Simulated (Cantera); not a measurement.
A closed system holds: 1 mol Si₂Cl₆, 1.3 mol NH₃, 6.7 mol H₂, held at 1330 Pa.

Cantera equilibrium calculation (NASA polynomials, part measured and part estimated; ideal gas, pure solids and liquids). Candidate condensed phases: NH₄Cl, Si, Si₃N₄; 28 gas species. The feed counts by its element totals alone. The tables' values for SiCl₃, SiCl are old estimates; treat these amounts as uncertain. The numbers say what is thermodynamically allowed, not how fast it happens.

x: gas mole fraction; n: condensed amount in mol.

```csv
T (K),x H₂,x HCl,x SiCl₂,x SiCl₄,x N₂,x SiCl₃,n Si₃N₄(s)
1023,0.721,0.182,0.000123,0.0926,5.82e-5,0.000733,0.325
1073,0.718,0.186,0.000586,0.0897,5.21e-5,0.00181,0.325
1123,0.712,0.192,0.00226,0.0845,5.56e-5,0.00392,0.325
1173,0.701,0.204,0.00681,0.0754,7.95e-5,0.00722,0.325
1223,0.683,0.223,0.0157,0.0619,0.000162,0.0111,0.324
1273,0.659,___,___,___,___,0.0142,0.323
1323,0.636,0.269,0.0439,0.0303,0.00128,0.0156,0.318
1373,0.618,0.283,0.0599,0.0179,0.00358,0.0152,0.305
1423,0.607,0.283,0.0769,0.00945,0.00844,0.0135,0.276
1473,0.604,0.268,___,___,___,0.0112,___
1523,0.607,0.242,0.114,0.00202,0.0257,0.00877,0.172
1573,0.613,0.212,0.131,0.000854,0.0360,0.00654,0.108
```

Question: Fill in the missing entries.

Answer: 
- 1273, x HCl: 0.246
- 1273, x SiCl₂: 0.0287
- 1273, x SiCl₄: 0.0459
- 1273, x N₂: 0.000432
- 1473, x SiCl₂: 0.0949
- 1473, x SiCl₄: 0.00454
- 1473, x N₂: 0.0161
- 1473, n Si₃N₄(s): 0.231
